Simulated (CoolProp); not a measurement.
Methanol along the isobar 27500 kPa: Z from the reference equation and from simpler models built on Tc = 240.2 °C, pc = 8216 kPa, ω = 0.565; each cubic takes its own stable root.

Model: reference Helmholtz-energy equation of state, de Reuck 1993, in CoolProp.

```csv
T (°C),phase,reference
121.85,liquid,0.3697
136.45,liquid,0.3639
151.05,liquid,0.3591
165.55,liquid,0.3556
180.15,liquid,0.3533
194.75,liquid,0.3524
209.35,liquid,0.3530
223.95,liquid,0.3554
238.45,liquid,0.3601
253.05,supercritical,0.3675
```

Question: How far does each simpler model (van der Waals, Redlich-Kwong, Soave-Redlich-Kwong, Peng-Robinson) lie from the reference over these 10 states: mean and median of the absolute difference, and the worst?

Answer: 
- van der Waals: mean 88.2 %, median 90.0 %, worst +95.8 % at 121.85 °C and 27500 kPa
- Redlich-Kwong: mean 42.7 %, median 42.8 %, worst +43.6 % at 209.35 °C and 27500 kPa
- Soave-Redlich-Kwong: mean 38.0 %, median 37.5 %, worst +43.8 % at 253.05 °C and 27500 kPa
- Peng-Robinson: mean 23.1 %, median 22.4 %, worst +29.6 % at 253.05 °C and 27500 kPa
